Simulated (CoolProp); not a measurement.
A closed Brayton cycle with carbon dioxide: compressor inlet 323.15 K and 9.4 MPa, high pressure 32.4 MPa, turbine inlet 845 K, compressor efficiency 0.85, turbine efficiency 0.85, recuperator effectiveness 0.95 (on enthalpy, no pinch check). Each further row changes one setting.

The numbers come from the reference Helmholtz-energy equation of state, Span 1996 in CoolProp.

```csv
case,thermal efficiency (%),net work (kJ/kg),compressor to turbine work,compressor exit (K),turbine exit (K)
as stated,35.5,96.1,0.38,411.7,703.2
turbine inlet 795 K,33.1,85.4,[?],411.7,658.0
compressor inlet 333.15 K,33.3,[?],0.45,[?],703.2
high pressure 27.5 MPa,35.2,87.6,0.36,399.5,721.4
recuperator effectiveness 0.5,22.7,96.1,0.38,411.7,703.2
```

### Question
What belongs in the gaps?

### Answer

- turbine inlet 795 K, compressor to turbine work: 0.41
- compressor inlet 333.15 K, net work (kJ/kg): 85.3
- compressor inlet 333.15 K, compressor exit (K): 436.5
